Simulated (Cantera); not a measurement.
A Cantera script and its output.

```python
import numpy as np
import cantera as ct

gas = ct.Solution("gri30.yaml", transport_model="mixture-averaged")
show = ['N2', 'H2O', 'C2H2']

rows = []
print(f"{'T/K':>7s}{'rho':>11s}{'cp':>10s}{'mu':>11s}{'lambda':>11s}{'Pr':>7s}" + "".join(f"{'D_' + s:>11s}" for s in show))
for T in [400, 650, 900, 1150, 1400, 1650]:
    gas.TPX = T, 500000, {'NH3': 0.61}
    Pr = gas.cp_mass * gas.viscosity / gas.thermal_conductivity
    D = [gas.mix_diff_coeffs_mole[gas.species_index(s)] for s in show]
    rows.append([gas.density, gas.cp_mass, gas.viscosity, gas.thermal_conductivity, Pr, *D])
    print(f"{T:7g}{gas.density:11.4e}{gas.cp_mass:10.1f}{gas.viscosity:11.4e}"
          f"{gas.thermal_conductivity:11.4e}{Pr:7.3f}" + "".join(f"{d:11.4e}" for d in D))
print("SI units: kg/m3, J/kg/K, Pa s, W/m/K, m2/s")
```

Result:

```
    T/K        rho        cp         mu     lambda     Pr       D_N2      D_H2O     D_C2H2
    400 2.5604e+00    2269.4 1.3919e-05 4.4299e-02  0.713 7.7460e-06 7.1075e-06 5.9079e-06
    650 1.5757e+00    2755.4 2.2597e-05 8.6485e-02  0.720 1.8763e-05 1.9148e-05 1.4802e-05
    900 1.1380e+00    3162.4 3.0628e-05 1.3434e-01  0.721 3.3202e-05 3.6391e-05 2.6668e-05
   1150 8.9059e-01    3518.2 3.7947e-05 1.8387e-01  0.726 5.0597e-05 5.8188e-05 4.1058e-05
   1400 7.3156e-01    3801.7 4.4647e-05 2.3303e-01  0.728 7.0657e-05 8.4051e-05 5.7698e-05
   1650 6.2071e-01    4031.8 5.0833e-05 2.8077e-01  0.730 9.3187e-05 1.1361e-04 7.6405e-05
SI units: kg/m3, J/kg/K, Pa s, W/m/K, m2/s
```

Computed with Cantera and GRI-Mech 3.0 (53 species, 325 reactions). Polar gases are described roughly by these parameters. The composition is frozen, though it would react at the higher temperatures.
